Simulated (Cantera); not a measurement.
Charge: 1 mol Pb, 0.19 mol H2, at 0.420 bar.

Method: chemical equilibrium by Gibbs-energy minimisation in Cantera with the NASA 1993 tables (ideal gas, pure condensed phases). Candidate condensed phases: Pb; 4 gas species. The numbers say what is thermodynamically allowed, not how fast it happens.

### Question
Which condensed phases are stable at each of these points (T (K)): 573, 648, 723, 798, 873, 948, 1023, 1098, 1173, 1248, 1323, 1398, 1473?

### Answer
```tsv
T (K)	condensed phases	Pb condensed (%)
573	Pb(s)	100.0
648	Pb(l)	100.0
723	Pb(l)	100.0
798	Pb(l)	100.0
873	Pb(l)	100.0
948	Pb(l)	100.0
1023	Pb(l)	100.0
1098	Pb(l)	100.0
1173	Pb(l)	100.0
1248	Pb(l)	99.9
1323	Pb(l)	99.8
1398	Pb(l)	99.6
1473	Pb(l)	99.1
```

At 573 K the condensed part is Pb(s). From 648 K to 1473 K the condensed part is Pb(l).
